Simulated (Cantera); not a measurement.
Input: 1 mol CS2, 0.084 mol SO2, at 1800 °C and 1.20 Torr.

Equilibrium computed with Cantera from the NASA thermochemical tables; the gas is ideal and each condensed phase is pure. The numbers say what is thermodynamically allowed, not how fast it happens.

```tsv
species	before	after
CS	0.357	0.417
S2	0.282	0.224
S	0.0669	0.208
CS2	0.185	0.0552
CO	0.109	0.0954
COS	4.16e-5	2.00e-5
```
Gas species are given as mole fractions.

Question: Name the change that produced these shifts.
(A) SO2 from 0.084 to 0.021 mol
(B) SO2 from 0.084 to 0.051 mol
(C) pressure from 1.20 Torr to 3750 Torr
(D) temperature from 1800 °C to 2027 °C

Answer: D, temperature from 1800 °C to 2027 °C
